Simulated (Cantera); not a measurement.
Input: 1 mol Cu2O, 0.34 mol CH4, 0.087 mol CO, held at 1452 °C and 86.0 Pa.

Method: chemical equilibrium by Gibbs-energy minimisation in Cantera with the NASA 1993 tables (ideal gas, pure condensed phases). Candidate condensed phases: C, C6H6, C7H8, C8H18, Cu, CuO, Cu(OH)2, Cu2O, H2O; 113 gas species. Equilibrium is a limit: real reactors are often held back by kinetics, nucleation or transport.

Base state: H2O 0.325, Cu 0.254, CO 0.168, H2 0.131, CO2 0.119, H 0.00229, Cu2 0.000347, OH 0.000313 (mole fractions); condensed: Cu(l).

Q: What changes in the equilibrium state with this change: Cu2O replaced by SiO2?

A: 
| species | before | after |
|---|---|---|
| H2 | 0.131 | 0.465 |
| CO | 0.168 | 0.294 |
| SiO | 0 | 0.235 |
| H2O | 0.325 | 0.00109 |
| Cu | 0.254 | 0 |
| CO2 | 0.119 | 0.000196 |
| Cu2 | 0.000347 | 0 |
| OH | 0.000313 | 5.58e-7 |
| H | 0.00229 | 0.00432 |
| Cu(l), mol | 1.62 | 0 |
| SiO2(condensed), mol | 0 | 0.658 |
The tables hold silica as quartz up to 1696 K and as liquid above; real silica turns to tridymite and cristobalite and melts near 1996 K. Further candidate phases: Si, SiC, SiO2.
